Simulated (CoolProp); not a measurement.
Ethane along the isobar 56 bar: fugacity coefficient from the reference equation and from simpler models built on Tc = 305.3 K, pc = 48.72 bar, ω = 0.099; each cubic takes its own stable root.

The numbers come from the reference Helmholtz-energy equation of state, Bücker 2006 in CoolProp.

```json
[
 {"T (K)": "203.9", "phase": "liquid", "reference": "0.05192"},
 {"T (K)": "233.5", "phase": "liquid", "reference": "0.1438"},
 {"T (K)": "263.1", "phase": "liquid", "reference": "0.2980"},
 {"T (K)": "292.8", "phase": "liquid", "reference": "0.5033"},
 {"T (K)": "322.4", "phase": "supercritical", "reference": "0.6844"},
 {"T (K)": "352", "phase": "supercritical", "reference": "0.7663"},
 {"T (K)": "381.6", "phase": "supercritical", "reference": "0.8217"},
 {"T (K)": "411.2", "phase": "supercritical", "reference": "0.8622"},
 {"T (K)": "440.8", "phase": "supercritical", "reference": "0.8928"},
 {"T (K)": "470.5", "phase": "supercritical", "reference": "0.9164"},
 {"T (K)": "500.1", "phase": "supercritical", "reference": "0.9349"}
]
```

Problem. How far does each simpler model (Redlich-Kwong, Soave-Redlich-Kwong, Peng-Robinson) lie from the reference over these 11 states: mean and median of the absolute difference, and the worst?

Solution. 
- Redlich-Kwong: mean 3.4 %, median 1.2 %, worst +10.4 % at 203.9 K and 56 bar
- Soave-Redlich-Kwong: mean 1.0 %, median 0.8 %, worst +2.5 % at 263.1 K and 56 bar
- Peng-Robinson: mean 2.1 %, median 2.0 %, worst -3.6 % at 322.4 K and 56 bar
